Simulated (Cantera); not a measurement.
Charge: 1 mol c-C4F8, 0.13 mol CH4, 2.2 mol F2, 0.0048 mol HF, held at 0.0255 Torr.

Cantera equilibrium calculation (NASA polynomials, part measured and part estimated; ideal gas, pure solids and liquids). Candidate condensed phases: C, C6H6, C7H8, C8H18; 95 gas species. The feed counts by its element totals alone. Equilibrium is a limit: real reactors are often held back by kinetics, nucleation or transport.

Q: At 3073 K, list the 6 most abundant gas species with their mole fractions, and the condensed phases.

A: F 0.741, C 0.204, H 0.0291, C2 0.00974, CF 0.00690, C3 0.00656. Condensed: gas only.
